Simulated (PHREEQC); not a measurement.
Solution (80 °C): 13 mmol/kgw AgF, 1.2 mmol/kgw NaCl and 19 mmol/kgw Cu(NO3)2. Closed to the air; pH follows from the charge balance.

The numbers come from PHREEQC with the ion-association model, wateq4f.dat.

- pH = 4.52
- ionic strength = 0.0647 mol/kgw

```csv
species,molality,activity,log γ
NO3-,0.0379,0.0290,-0.115
Cu+2,0.0160,0.00664,-0.383
Ag+,0.0118,0.00925,-0.105
F-,0.00999,0.00772,-0.112
CuF+,0.00182,0.00143,-0.105
Na+,0.00120,0.000943,-0.103
HF,0.00103,0.00104,0.006
AgCl,0.000998,0.00101,0.006
Cu2(OH)2+2,0.000552,0.000210,-0.419
Cl-,0.000153,0.000119,-0.111
AgNO3,0.000136,0.000138,0.006
AgF,7.67e-5,7.78e-5,0.006
```

Precipitation was switched off in this run. Saturation is exceeded, for instance for Cerargyrite, Cu2(OH)3NO3; the values hold only as long as no solid forms. At this temperature some constants are extrapolated from 25 °C, and those without enthalpy data are left unchanged.
